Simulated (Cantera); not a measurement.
Feed: 1 mol TiO2, 3.6 mol MgO, 4 mol O2, equilibrated at 1975 °C and 61000 Pa.

Equilibrium computed with Cantera from the NASA thermochemical tables; the gas is ideal and each condensed phase is pure. Candidate condensed phases: Mg, MgO, MgTiO3, MgTi2O5, Mg2TiO4, Ti, TiO, TiO2, Ti2O3, Ti3O5, Ti4O7; 9 gas species. Mutual solubility and eutectic melting of coexisting phases are not modelled. Condensed phases not in the tables: alloys, solid solutions and most ternary compounds. Kinetics and transport are ignored.

Base state: O2 0.995, O 0.00466 (mole fractions); condensed: MgO(s) + Mg2TiO4(l).

### Question
What changes in the equilibrium state with this change: temperature from 1975 °C to 1575 °C?

### Answer
```json
[
 {"species": "O2", "before": "0.995", "after": "1.000"},
 {"species": "O", "before": "0.00466", "after": "0.000242"},
 {"species": "MgO(s), mol", "before": "1.60", "after": "1.60"},
 {"species": "Mg2TiO4(l), mol", "before": "1.000", "after": "0"},
 {"species": "Mg2TiO4(s), mol", "before": "0", "after": "1.00"}
]
```

### Question
What changes in the equilibrium state with this change: pressure from 61000 Pa to 13000 Pa?

### Answer
```json
[
 {"species": "O2", "before": "0.995", "after": "0.990"},
 {"species": "O", "before": "0.00466", "after": "0.0101"},
 {"species": "MgO", "before": "2.58e-6", "after": "1.21e-5"},
 {"species": "Mg", "before": "1.13e-6", "after": "1.16e-5"},
 {"species": "MgO(s), mol", "before": "1.60", "after": "1.60"},
 {"species": "Mg2TiO4(l), mol", "before": "1.000", "after": "1.000"}
]
```

### Question
What changes in the equilibrium state with this change: pressure from 61000 Pa to 210 Pa?

### Answer
```csv
species,before,after
O2,0.995,0.917
O,0.00466,0.0762
Mg,1.13e-6,0.00585
TiO2,6.09e-7,0.000177
MgO,2.58e-6,0.000749
"MgO(s), mol",1.60,1.57
"Mg2TiO4(l), mol",1.000,0.999
```
